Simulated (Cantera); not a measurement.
Charge: 1 mol K₂CO₃, a varied amount of H₂O, 4.1 mol H₂, held at 873 K and 8.70 bar.

Cantera equilibrium calculation (NASA polynomials, part measured and part estimated; ideal gas, pure solids and liquids). Candidate condensed phases: C, C₆H₆, C₇H₈, C₈H₁₈, H₂O, K, KOH, KO₂, K₂CO₃, K₂O, K₂O₂; 116 gas species. The numbers say what is thermodynamically allowed, not how fast it happens.

Problem. At 0.64 mol H₂O, list the 3 most abundant gas species with their mole fractions, and the condensed phases.

Solution. H₂ 0.865, H₂O 0.135, CH₄ 0.000138. Condensed: KOH(l) + K₂CO₃(s).
